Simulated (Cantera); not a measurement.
Input: 1 mol Si₂Cl₆, 0.12 mol Cl₂, 250 mol H₂, held at 133 Pa.

Equilibrium computed with Cantera from the NASA thermochemical tables; the gas is ideal and each condensed phase is pure. Candidate condensed phases: Si; 19 gas species. The feed counts by its element totals alone. Gases not in the tables: Si₂H₆ and higher silanes. The numbers say what is thermodynamically allowed, not how fast it happens.

Question: What share of the Si ends up in condensed phases as a function of T (K), at 898, 998, 1098, 1198, 1298, 1398, 1498, 1598, 1698, 1798?

Answer: 
```
T (K)  Si condensed (%)     as
-----  ----------------  -----
898                49.4  Si(s)
998                75.8  Si(s)
1098               84.8  Si(s)
1198               84.5  Si(s)
1298               83.2  Si(s)
1398               81.8  Si(s)
1498               80.4  Si(s)
1598               78.3  Si(s)
1698               71.4  Si(l)
1798               47.9  Si(l)
```
